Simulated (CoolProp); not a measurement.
Vapour-liquid equilibrium of n-heptane (1) + m-xylene (2) at 0.725 MPa; x and y are mole fractions of (1).

Model: multi-fluid Helmholtz-energy mixture model, Span 2003 and Zhou 2012; pair parameters Bell 2016, in CoolProp.

| x | bubble temperature, mixture model (°C) | bubble temperature, Raoult's law (°C) | y, mixture model | y, Raoult's law |
|---|---|---|---|---|
| 0.05 | 227.0 | 227.7 | 0.104 | 0.106 |
| 0.2 | 216.3 | 218.1 | 0.347 | 0.365 |
| 0.35 | 207.9 | 209.7 | 0.524 | 0.558 |
| 0.5 | 200.9 | 202.4 | 0.663 | 0.704 |
| 0.65 | 194.9 | 195.9 | 0.779 | 0.818 |
| 0.8 | 189.5 | 190.0 | 0.880 | 0.908 |
| 0.95 | 184.6 | 184.7 | 0.971 | 0.979 |

The largest gap from Raoult's law is -1.8 K in bubble temperature, at x = 0.35. No azeotrope shows between x = 0.05 and 0.95.

The pair parameters rest on a limited set of measurements; away from them the model extrapolates.
